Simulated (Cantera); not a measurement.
Feed: 1 mol SiH₂Cl₂, 0.013 mol C₂H₄, 10 mol H₂, at 0.110 bar.

Method: chemical equilibrium by Gibbs-energy minimisation in Cantera with the NASA 1993 tables (ideal gas, pure condensed phases). Candidate condensed phases: C, C₆H₆, C₇H₈, C₈H₁₈, Si, SiC; 109 gas species. Mutual solubility and eutectic melting of coexisting phases are not modelled. The tables' values for SiCl, SiCl₃ are old estimates; treat these amounts as uncertain. Gases not in the tables: Si₂H₆ and higher silanes. Rates play no part.

log p: log10 of the partial pressure in bar; n: condensed amount in mol.

```csv
T (°C),log p H₂,log p HCl,log p SiCl₂,log p H,log p Si,log p SiCl,log p Cl,n Si(l),n SiC(s)
1577,-1.02,-1.96,-2.44,-3.78,-5.19,-4.83,-4.84,0.571,0.0260
1627,-1.02,-1.96,-2.46,(withheld),(withheld),-4.65,(withheld),0.581,0.0259
1677,-1.02,-1.95,-2.47,(withheld),(withheld),-4.48,(withheld),0.589,0.0259
1727,-1.02,-1.94,-2.48,-3.30,-4.36,-4.32,-4.35,0.595,0.0258
1777,-1.03,-1.94,-2.49,-3.16,-4.11,-4.16,-4.20,0.599,0.0256
1827,-1.03,-1.93,-2.51,-3.02,-3.87,-4.02,-4.06,0.598,0.0252
1877,-1.03,-1.93,-2.52,-2.89,-3.65,-3.88,-3.92,0.592,0.0244
```

**Question.** Some entries are withheld; supply them.

**Answer.** 
- 1677, log p H: -3.45
- 1677, log p Si: -4.62
- 1677, log p Cl: -4.50
- 1627, log p H: -3.61
- 1627, log p Si: -4.90
- 1627, log p Cl: -4.67
